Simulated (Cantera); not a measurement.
## Low-pressure radical oxidation in H2/O2

A perfectly stirred reactor is fed with H2 : O2 = 0.0072 : 0.67 (molar parts), equivalence ratio 0.0054, at 0.0263 atm; it is held at 1075 K, and followed from long to short residence time.

Cantera simulation using GRI-Mech 3.0 (53 species, 325 reactions); the numbers are that mechanism's predictions, not measurements. Radical loss at walls, strong at low pressure, is not modelled.

```tsv
τ (s)	x H2	x O2	x H2O	x O	x HO2	x H2O2	x H
29	1.24e-5	0.989	0.0107	6.85e-5	2.55e-7	1.79e-8	4.92e-7
8.8	2.50e-5	0.989	0.0106	0.000149	4.33e-7	2.47e-8	1.61e-6
2.7	4.87e-5	0.989	0.0106	0.000314	7.07e-7	3.27e-8	5.14e-6
0.84	9.26e-5	0.989	0.0105	0.000636	1.11e-6	4.25e-8	1.59e-5
0.26	0.000176	0.988	0.0103	0.00123	1.71e-6	5.61e-8	4.74e-5
0.079	0.000346	0.987	0.0101	0.00219	2.53e-6	7.74e-8	0.000133
0.024	0.000709	0.985	0.00947	0.00343	3.55e-6	1.13e-7	0.000326
0.0075	0.00151	0.984	0.00836	0.00438	4.56e-6	1.68e-7	0.000621
0.0023	0.00339	0.984	0.00625	0.00415	5.17e-6	2.32e-7	0.000804
0.00071	0.00743	0.987	0.00256	0.00198	4.54e-6	1.53e-7	0.000400
```
x: mole fraction; the columns are a selection and need not sum to one.
